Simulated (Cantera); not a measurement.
# Hydrogen reduction and annealing atmospheres: FeS + H₂ + H₂O

Charge: 1 mol FeS, 0.42 mol H₂, 8.4 mol H₂O, held at 0.345 Torr.

Equilibrium computed with Cantera from the NASA thermochemical tables; the gas is ideal and each condensed phase is pure. Candidate condensed phases: Fe, FeO, Fe(OH)₂, Fe(OH)₃, FeS, FeSO₄, FeS₂, Fe₂O₃, Fe₂(SO₄)₃, Fe₃O₄, H₂O, H₂SO₄, S; 22 gas species. Mutual solubility and eutectic melting of coexisting phases are not modelled. The tables' stoichiometric FeO is somewhat more stable than real wüstite, so its field is too wide. FeO, FeS: taken at fixed stoichiometry. Gases not in the tables: S₃ to S₇. Kinetics and transport are ignored.

| T (K) | log p H₂O | log p H₂ | log p SO₂ | log p H₂S | n FeS(s) | n Fe₃O₄(s) | n FeO(s) |
|---|---|---|---|---|---|---|---|
| 798 | -3.36 | -4.65 | -8.79 | -5.91 | 0.976 | 0.00791 | 0 |
| 823 | -3.36 | -4.65 | -8.30 | -5.85 | 0.973 | 0.00906 | 0 |
| 848 | -3.36 | -4.65 | -7.83 | -5.80 | 0.969 | 0.0104 | 0 |
| 873 | -3.36 | -4.64 | -7.40 | -5.74 | 0.964 | 0.0119 | 0 |
| 898 | -3.36 | -4.64 | -7.00 | -5.70 | 0.958 | 0.0140 | 0 |
| 923 | -3.36 | -4.63 | -6.65 | -5.65 | 0.950 | 0.0167 | 0 |
| 948 | -3.36 | -4.61 | -6.34 | -5.61 | 0.938 | 0.0206 | 0 |
| 973 | -3.37 | -4.58 | -6.08 | -5.58 | 0.922 | 0.0260 | 0 |
| 998 | -3.37 | -4.54 | -5.87 | -5.55 | 0.901 | 0.0330 | 0 |
| 1023 | -3.37 | -4.51 | -5.67 | -5.53 | 0.871 | 0.0269 | 0.0482 |
| 1048 | -3.38 | -4.47 | -5.48 | -5.48 | 0.819 | 0 | 0.181 |
| 1073 | -3.39 | -4.41 | -5.36 | -5.44 | 0.762 | 0 | 0.238 |
| 1098 | -3.39 | -4.35 | -5.26 | -5.39 | 0.691 | 0 | 0.309 |
log p: log10 of the partial pressure in bar; n: condensed amount in mol.

From 798 K to 998 K the condensed part is FeS(s) + Fe₃O₄(s). At 1023 K the condensed part is FeO(s) + FeS(s) + Fe₃O₄(s). From 1048 K to 1098 K the condensed part is FeO(s) + FeS(s).
